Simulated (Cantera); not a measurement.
**Hydrocarbon pyrolysis for carbon deposition**

A perfectly stirred reactor is fed with C2H6 : N2 = 1.6 : 1.1 (molar parts), at 0.000464 atm; it is held at 1798 K, and followed from long to short residence time.

Cantera simulation using GRI-Mech 3.0 (53 species, 325 reactions); the numbers are that mechanism's predictions, not measurements. GRI-Mech 3.0 stops at C3 and has no aromatics, soot or wall deposition, so with more carbon than oxygen in the feed, carbon stays in small species such as C2H2 where larger ones or solid carbon would form. Radical loss at walls, strong at low pressure, is not modelled.

| τ (s) | x C2H6 | x CH3 | x C2H | x HCN | x CH2 | x H |
|---|---|---|---|---|---|---|
| 20 | 3.63e-5 | 0.00237 | 1.57e-5 | 5.66e-5 | 1.14e-5 | 0.00355 |
| 4.4 | 0.000162 | 0.00531 | 1.69e-5 | 2.31e-5 | 1.99e-5 | 0.00376 |
| 0.96 | 0.000716 | 0.0119 | 1.92e-5 | 9.69e-6 | 3.40e-5 | 0.00416 |
| 0.21 | 0.00316 | 0.0259 | 2.19e-5 | 4.18e-6 | 5.75e-5 | 0.00460 |
| 0.046 | 0.0143 | 0.0540 | 2.28e-5 | 1.88e-6 | 9.92e-5 | 0.00484 |
| 0.010 | 0.0645 | 0.102 | 1.58e-5 | 8.49e-7 | 0.000166 | 0.00441 |
| 0.0022 | 0.237 | 0.134 | 3.41e-6 | 2.90e-7 | 0.000196 | 0.00296 |
| 0.00049 | 0.477 | 0.0830 | 4.67e-8 | 3.37e-8 | 9.57e-5 | 0.00110 |
| 0.00011 | 0.568 | 0.0275 | 1.33e-12 | 5.90e-11 | 9.42e-6 | 9.17e-5 |
x: mole fraction; the columns are a selection and need not sum to one.
